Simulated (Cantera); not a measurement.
Input: 1 mol (CH₃)₂SiCl₂, 230 mol H₂, held at 2125 °C and 450 Pa.

Cantera equilibrium calculation (NASA polynomials, part measured and part estimated; ideal gas, pure solids and liquids). Candidate condensed phases: C, C₆H₆, C₇H₈, C₈H₁₈, Si, SiC; 109 gas species. The feed counts by its element totals alone. Rates play no part.

Base state: H₂ 0.778, H 0.207, HCl 0.00640, C₂H₂ (acetylene) 0.00333, Si 0.00332, Cl 0.00122, SiC₂ 0.000392, SiH 6.10e-5 (mole fractions); condensed: gas only.

Q: What changes in the equilibrium state with this change: H₂ from 230 to 2.8 mol?

A: 
```
species             before    after
----------------  --------  -------
H₂                   0.778    0.513
H                    0.207    0.168
HCl                0.00640    0.165
Si                 0.00332   0.0711
SiCl₂              5.88e-7   0.0127
SiC₂              0.000392   0.0136
Cl                 0.00122   0.0386
SiCl₃                <1e-9  1.42e-5
SiCl               9.66e-6  0.00657
C(graphite), mol         0     1.65
```
The tables' values for SiCl, SiCl₃ are old estimates; treat these amounts as uncertain. Gases not in the tables: Si₂H₆ and higher silanes.

Q: What changes in the equilibrium state with this change: temperature from 2125 °C to 2250 °C?

A: 
```tsv
species	before	after
H₂	0.778	0.652
H	0.207	0.335
HCl	0.00640	0.00519
Si	0.00332	0.00315
C	6.76e-6	3.15e-5
C₃	1.03e-5	3.77e-5
Si₂C	1.06e-5	2.94e-6
```
